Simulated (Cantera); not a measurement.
A closed system holds: 1 mol Fe2O3, 65 mol H2, 26 mol N2, at 1925 K and 13.3 mbar.

Equilibrium computed with Cantera from the NASA thermochemical tables; the gas is ideal and each condensed phase is pure. Candidate condensed phases: Fe, FeO, Fe(OH)2, Fe(OH)3, Fe2O3, Fe3O4, H2O; 27 gas species. Equilibrium is a limit: real reactors are often held back by kinetics, nucleation or transport.

Base state: H2 0.668, N2 0.281, H2O 0.0324, Fe 0.0114, H 0.00677, OH 2.84e-5 (mole fractions); condensed: Fe(l).

### Question
What changes in the equilibrium state with this change: pressure from 13.3 mbar to 0.630 bar?

### Answer
```csv
species,before,after
H2,0.668,0.680
N2,0.281,0.286
H2O,0.0324,0.0329
Fe,0.0114,0.000241
H,0.00677,0.000993
OH,2.84e-5,4.16e-6
"Fe(l), mol",0.948,1.98
```
